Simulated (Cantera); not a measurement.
A perfectly stirred reactor is fed with NO : N2 = 1 : 6.5 (molar parts), at 100.0 Torr; it is held at 1950 K, and followed from long to short residence time.

Cantera simulation using GRI-Mech 3.0 (53 species, 325 reactions); the numbers are that mechanism's predictions, not measurements.

Problem. What does this change do: temperature 1950 to 2175 K?

Solution. 
```tsv
quantity	before	after
x(NO) at τ = 1.20 s	0.125	0.0600
x(N2O) at τ = 1.20 s	6.72e-6	1.63e-6
x(N2) at τ = 1.20 s	0.871	0.903
x(NO2) at τ = 1.20 s	1.41e-5	1.20e-5
x(O) at τ = 1.20 s	0.000102	0.00122
x(NO) at τ = 43.0 ms	0.133	0.131
x(N2O) at τ = 43.0 ms	7.18e-6	8.28e-6
x(N2) at τ = 43.0 ms	0.867	0.868
x(NO2) at τ = 43.0 ms	7.00e-6	6.59e-6
x(O) at τ = 43.0 ms	4.95e-5	0.000332
```

Problem. What does this change do: N2 6.5 to 1 parts?

Solution. 
```csv
quantity,before,after
x(NO) at τ = 1.20 s,0.125,0.415
x(N2O) at τ = 1.20 s,6.72e-6,6.74e-5
x(N2) at τ = 1.20 s,0.871,0.543
x(NO2) at τ = 1.20 s,1.41e-5,0.000131
x(O) at τ = 1.20 s,0.000102,0.000285
x(NO) at τ = 43.0 ms,0.133,0.497
x(N2O) at τ = 43.0 ms,7.18e-6,9.63e-5
x(N2) at τ = 43.0 ms,0.867,0.501
x(NO2) at τ = 43.0 ms,7.00e-6,5.94e-5
x(O) at τ = 43.0 ms,4.95e-5,0.000127
```
